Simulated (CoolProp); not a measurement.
The numbers come from the reference Helmholtz-energy equation of state, Lemmon 2006 in CoolProp. It is a short technical equation, of lower accuracy than the large ones.

Task: For toluene, give the phase and the cv (kJ/(kg K)) at 358.6 K and 0.0458 MPa.

Result: 
- 358.6 K and 0.0458 MPa: gas; cv 1.28
